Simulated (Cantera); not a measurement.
Equilibrium for abatement and gas-phase synthesis: SO2 + H2 + O2

A closed system holds: 1 mol SO2, 1.5 mol H2, 0.57 mol O2, equilibrated at 0.00100 bar.

Method: chemical equilibrium by Gibbs-energy minimisation in Cantera with the NASA 1993 tables (ideal gas, pure condensed phases). Candidate condensed phases: H2O, H2SO4, S; 19 gas species. Equilibrium is a limit: real reactors are often held back by kinetics, nucleation or transport.

From 1275 °C to 1525 °C nothing is condensed.

```tsv
T (°C)	x H2O	x SO2	x H2	x SO	x S2
1275	0.521	0.369	0.0853	0.0127	0.0107
1300	0.516	0.369	0.0890	0.0143	0.00933
1325	0.512	0.370	0.0924	0.0160	0.00804
1350	0.508	0.370	0.0955	0.0177	0.00683
1375	0.504	0.370	0.0981	0.0193	0.00572
1400	0.501	0.370	0.100	0.0210	0.00471
1425	0.499	0.369	0.102	0.0227	0.00382
1450	0.496	0.369	0.103	0.0243	0.00305
1475	0.495	0.368	0.104	0.0258	0.00241
1500	0.493	0.368	0.105	0.0272	0.00188
1525	0.492	0.367	0.105	0.0286	0.00145
```
x: gas mole fraction; nothing condenses.
